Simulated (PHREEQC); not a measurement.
Sulfide liquor: speciation

Solution (65 °C): 28 mmol/kgw NaHS and 0.04 mmol/kgw NaOH. Closed to the air; pH follows from the charge balance.

Computed with PHREEQC (ion-association model, wateq4f.dat).

```
Property                   Value
----------------  --------------
pH                          8.89
ionic strength    0.0281 mol/kgw
total alkalinity     28.0 meq/kg
```

```
species  molality  activity   log γ
-------  --------  --------  ------
Na+        0.0280    0.0237  -0.073
HS-        0.0278    0.0233  -0.077
H2S      0.000118  0.000119   0.003
OH-      0.000111   9.28e-5  -0.077
S-2       4.73e-5   2.43e-5  -0.289
H+        1.49e-9   1.30e-9  -0.061
```

No solid was allowed to form. At this temperature some constants are extrapolated from 25 °C, and those without enthalpy data are left unchanged. The polysulfide entries of wateq4f.dat were taken out for this run.
